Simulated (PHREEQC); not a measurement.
## Polishing slurry liquid: speciation

A solution holds 0.0094 mol/kgw NH3, at 25 °C. Closed to the air; pH follows from the charge balance.

Computed with PHREEQC (ion-association model, phreeqc.dat).

```
Property                         Value
--------------------  ----------------
pH                               10.60
ionic strength        0.000409 mol/kgw
specific conductance         109 µS/cm
total alkalinity           9.40 meq/kg
```

```tsv
species	molality	activity	log γ
NH3	0.00899	0.00899	0.000
OH-	0.000409	0.000400	-0.010
NH4+	0.000409	0.000400	-0.010
```

This is a speciation only: nothing precipitates in the calculation. Complexes and solids missing from the database can't appear.
